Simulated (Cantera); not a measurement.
Mixture: CH₄ : O₂ : N₂ = 1 : 2 : 6.2 (molar parts), equivalence ratio 1.0, at 17.8 atm, adiabatic and at constant pressure. Ignition delay is the time to a rise of 400 K.

Detailed kinetics in Cantera: GRI-Mech 3.0 (53 species, 325 reactions). The pressure lies above the range GRI-Mech 3.0 was tuned for (to about 10 atm).

### Question
What does this change do: CH4 1 to 2.2 parts?

### Answer
```
quantity                                                before       after
--------------------------------------------------  ----------  ----------
delay at 1023 K                                        26.0 ms     36.2 ms
delay at 1173 K                                        2.93 ms     4.42 ms
delay at 1323 K                                       0.523 ms    0.790 ms
delay at 1473 K                                       0.119 ms    0.174 ms
apparent activation energy between 1398 and 1548 K  170 kJ/mol  170 kJ/mol
```

### Question
What does this change do: pressure from 17.8 atm to 25.7 atm?

### Answer
| quantity | before | after |
|---|---|---|
| delay at 1023 K | 26.0 ms | 17.9 ms |
| delay at 1173 K | 2.93 ms | 1.95 ms |
| delay at 1323 K | 0.523 ms | 0.354 ms |
| delay at 1473 K | 0.119 ms | 83.6 µs |
| apparent activation energy between 1398 and 1548 K | 170 kJ/mol | 160 kJ/mol |

### Question
What does this change do: CH4 1 to 0.39 parts?

### Answer
| quantity | before | after |
|---|---|---|
| delay at 1023 K | 26.0 ms | 22.9 ms |
| delay at 1173 K | 2.93 ms | 2.28 ms |
| delay at 1323 K | 0.523 ms | 0.389 ms |
| delay at 1473 K | 0.119 ms | 91.9 µs |
| apparent activation energy between 1398 and 1548 K | 170 kJ/mol | 160 kJ/mol |
